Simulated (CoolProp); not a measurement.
Model: reference Helmholtz-energy equation of state, Akasaka 2019, in CoolProp.

Problem. For R1234ze(Z), give the phase and the cv (kJ/(kg K)), speed of sound (m/s), Joule-Thomson coefficient (K/MPa) at 440 K and 0.0279 MPa; 440 K and 0.683 MPa.

Solution. 
- 440 K and 0.0279 MPa: gas; cv 0.994, speed of sound 185, Joule-Thomson coefficient 10.1
- 440 K and 0.683 MPa: gas; cv 1.01, speed of sound 175, Joule-Thomson coefficient 10.6
